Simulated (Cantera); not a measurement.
Source: NASA polynomial tables (part measured, part estimated), evaluated in Cantera. Values are per mole of reaction as written; species without (g) are pure solids or liquids, kept so even where they would boil at 1 bar.

4 Cl(g) + Ti ⇌ TiCl4

```tsv
T (K)	ΔH° (kJ)	ΔS° (J/K)	ΔG° (kJ)	log10 K
350	-1287.7	-434.0	-1135.8	169.51
375	…	…	…	…
400	-1286.2	-429.9	-1114.2	145.50
425	-1285.5	-428.1	-1103.5	135.63
450	-1284.7	-426.4	-1092.8	126.85
475	…	…	…	…
500	-1283.3	-423.4	-1071.6	111.95
525	-1282.6	-422.0	-1061.0	105.57
550	-1281.9	-420.6	-1050.5	99.77
```

Question: Some entries are withheld; supply them.

Answer: 
- 375, ΔH° (kJ): -1287.0
- 375, ΔS° (J/K): -431.8
- 375, ΔG° (kJ): -1125.0
- 375, log10 K: 156.70
- 475, ΔH° (kJ): -1284.0
- 475, ΔS° (J/K): -424.8
- 475, ΔG° (kJ): -1082.2
- 475, log10 K: 119.01
